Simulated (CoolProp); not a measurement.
A simple Rankine cycle with carbonyl sulfide: condensing at 308.15 K, boiler at 4.05 MPa, turbine inlet 367.8 K, turbine efficiency 0.8, pump efficiency 0.6, no recuperator. Each further row changes one setting.

The numbers come from the reference Helmholtz-energy equation of state, Lemmon 2006 in CoolProp. It is a short technical equation, of lower accuracy than the large ones.

```csv
case,thermal efficiency (%),net work (kJ/kg),heat in (kJ/kg),turbine exit temperature (K),volume ratio over the turbine
as stated,8.2,20.4,248,308.2,2.36
turbine inlet 387.8 K,8.8,23.8,272,323.8,2.29
condensing temperature 300.15 K,9.7,25.0,259,300.1,2.82
boiler pressure 2.83 MPa,5.7,15.4,270,330.7,1.64
turbine efficiency 0.7,7.0,17.4,248,308.2,2.39
```

The expansion ends wet for: as stated; condensing temperature 300.15 K; turbine efficiency 0.7.
